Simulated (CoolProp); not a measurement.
CH2F2 (R32) at 420.99 K and 2.67 MPa flows at 0.5 m/s in a round tube of 10 mm bore and 0.25 µm roughness, fully developed (64/Re and Nu = 3.66 if laminar; Colebrook and Gnielinski if turbulent). Each further row changes one setting.

Values from CoolProp's reference Helmholtz-energy equation of state, Tillner-Roth 1997.

```json
[
 {"case": "as stated", "Reynolds number": "11600", "Darcy friction factor": "[?]", "pressure drop (Pa/m)": "[?]", "heat-transfer coefficient (W/(m² K))": "[?]", "mass flow (kg/h)": "[?]"},
 {"case": "velocity 1 m/s", "Reynolds number": "23300", "Darcy friction factor": "0.0250", "pressure drop (Pa/m)": "54.8", "heat-transfer coefficient (W/(m² K))": "173", "mass flow (kg/h)": "12.4"},
 {"case": "diameter 20 mm", "Reynolds number": "23300", "Darcy friction factor": "0.0250", "pressure drop (Pa/m)": "6.85", "heat-transfer coefficient (W/(m² K))": "86.6", "mass flow (kg/h)": "24.8"}
]
```

### Question
What belongs in the gaps?

### Answer

- as stated, Darcy friction factor: 0.0297
- as stated, pressure drop (Pa/m): 16.3
- as stated, heat-transfer coefficient (W/(m² K)): 99.5
- as stated, mass flow (kg/h): 6.20

Viscosity comes from a separate model (Bell 2016), an estimate that may be off by 10 % or more. Thermal conductivity comes from a separate model (Huber 2003), an estimate that may be off by 10 % or more.
